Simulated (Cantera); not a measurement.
Input: 1 mol SiO2, 2.3 mol HCl, 9.2 mol N2, equilibrated at 0.0133 bar.

Method: chemical equilibrium by Gibbs-energy minimisation in Cantera with the NASA 1993 tables (ideal gas, pure condensed phases). Candidate condensed phases: H2O, NH4Cl, Si, SiO2, Si2N2O, Si3N4; 47 gas species. The tables hold silica as quartz up to 1696 K and as liquid above; real silica turns to tridymite and cristobalite and melts near 1996 K. Kinetics and transport are ignored.

x: gas mole fraction; n: condensed amount in mol.

```csv
T (K),x N2,x HCl,x Cl,x H2,x H2O,x SiO,x H,n SiO2(β-quartz),n SiO2(condensed)
1225,0.800,0.200,7.43e-5,3.91e-5,[?],1.91e-11,1.69e-8,1.000,0
1300,0.800,0.200,0.000172,8.84e-5,[?],7.53e-10,9.01e-8,1.000,0
1375,0.800,0.200,0.000362,0.000184,[?],1.97e-8,4.02e-7,1.000,0
1450,0.800,0.199,0.000705,0.000355,[?],3.61e-7,1.54e-6,1.000,0
1525,0.799,0.199,0.00129,0.000640,[?],4.58e-6,5.18e-6,1.000,0
1600,0.799,0.197,0.00224,0.00108,[?],3.42e-5,1.55e-5,0.999,0
1675,0.798,0.196,0.00372,0.00171,[?],0.000135,4.15e-5,0.998,0
1750,0.797,0.193,0.00596,0.00254,[?],0.000389,0.000102,0,0.995
```

Question: What belongs in the gaps?

Answer: 
- 1225, x H2O: 1.46e-5
- 1300, x H2O: 1.85e-5
- 1375, x H2O: 2.30e-5
- 1450, x H2O: 2.83e-5
- 1525, x H2O: 3.65e-5
- 1600, x H2O: 6.07e-5
- 1675, x H2O: 0.000148
- 1750, x H2O: 0.000394
